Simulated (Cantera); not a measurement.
Mixture: CH₄ : O₂ : N₂ = 1 : 2.9 : 9.86 (molar parts), equivalence ratio 0.69, at 0.860 bar, adiabatic and at constant pressure. Ignition delay is the time to a rise of 400 K.

Detailed kinetics in Cantera: GRI-Mech 3.0 (53 species, 325 reactions).

Task: Predict: delay at 1273 K; delay at 1323 K; delay at 1373 K; delay at 1423 K; delay at 1473 K; delay at 1523 K; apparent activation energy between 1423 and 1523 K.

Result: 
```json
{
  "delay at 1273 K": "14.2 ms",
  "delay at 1323 K": "7.46 ms",
  "delay at 1373 K": "4.08 ms",
  "delay at 1423 K": "2.33 ms",
  "delay at 1473 K": "1.39 ms",
  "delay at 1523 K": "0.865 ms",
  "apparent activation energy between 1423 and 1523 K": "180 kJ/mol"
}
```
